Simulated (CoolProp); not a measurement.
Vapour-liquid equilibrium of p-xylene (1) + n-decane (2) at 0.371 bar; x and y are mole fractions of (1).

Values from CoolProp's multi-fluid Helmholtz-energy mixture model, Zhou 2012 and Lemmon 2006; pair parameters Bell 2016.

```
x     bubble temperature, mixture model (K)  bubble temperature, Raoult's law (K)  y, mixture model  y, Raoult's law
----  -------------------------------------  ------------------------------------  ----------------  ---------------
0.05                                  408.6                                 408.9             0.133            0.127
0.2                                   400.9                                 401.7             0.425            0.418
0.35                                  394.8                                 395.7             0.615            0.614
0.5                                   389.7                                 390.5             0.747            0.752
0.65                                  385.5                                 386.0             0.844            0.852
0.8                                   381.8                                 382.1             0.920            0.927
0.95                                  378.5                                 378.6             0.982            0.984
```

The largest gap from Raoult's law is -0.9 K in bubble temperature, at x = 0.35. No azeotrope shows between x = 0.05 and 0.95.

The pair parameters rest on a limited set of measurements; away from them the model extrapolates.
